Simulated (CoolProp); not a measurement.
Vapour-liquid equilibrium of R143a (1) + R152A (2) at 292.4 K; x and y are mole fractions of (1).

The numbers come from the multi-fluid Helmholtz-energy mixture model, Lemmon and Jacobsen 2000 and Outcalt 1996; pair parameters Bell 2016 in CoolProp.

```tsv
x	bubble pressure, mixture model (kPa)	bubble pressure, Raoult's law (kPa)	y, mixture model	y, Raoult's law
0.05	___	530.3	0.106	0.102
0.125	590.7	573.9	0.237	0.236
0.2	640.3	617.6	0.344	0.351
0.275	___	661.2	0.435	0.450
0.35	___	704.8	0.514	0.538
0.425	775.7	748.5	0.584	0.615
0.5	___	792.1	0.649	0.684
0.575	858.8	835.7	0.708	0.745
0.65	___	879.4	0.764	0.801
0.725	938.9	923.0	0.817	0.851
0.8	978.4	966.6	0.868	0.896
0.875	1018	1010	0.918	0.938
0.95	1057	1054	0.968	0.976
```

Question: What belongs in the gaps?

Answer: 
- 0.05, bubble pressure, mixture model (kPa): 538.2
- 0.275, bubble pressure, mixture model (kPa): 687.3
- 0.35, bubble pressure, mixture model (kPa): 732.3
- 0.5, bubble pressure, mixture model (kPa): 817.8
- 0.65, bubble pressure, mixture model (kPa): 899.2

The largest gap from Raoult's law is +3.9 % in bubble pressure, at x = 0.275. No azeotrope shows between x = 0.05 and 0.95.

The pair parameters rest on a limited set of measurements; away from them the model extrapolates.
